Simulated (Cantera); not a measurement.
Mixture: 1.84 % C3H8, 12.6 % O2, 80.7 % N2, 4.79 % CO2, at 10.0 bar, adiabatic and at constant volume. Ignition delay is the time to a rise of 400 K.

Computed with Cantera and GRI-Mech 3.0 (53 species, 325 reactions). GRI-Mech 3.0 was tuned for natural gas; its chemistry of propane as a main component is partial and can be far from experiment.

Task: Predict: delay at 1250 K; delay at 1400 K; delay at 1550 K; delay at 1700 K; delay at 1850 K; apparent activation energy between 1700 and 1850 K.

Result: 
```json
{
  "delay at 1250 K": "0.920 ms",
  "delay at 1400 K": "89.0 µs",
  "delay at 1550 K": "15.9 µs",
  "delay at 1700 K": "4.83 µs",
  "delay at 1850 K": "2.15 µs",
  "apparent activation energy between 1700 and 1850 K": "140 kJ/mol"
}
```
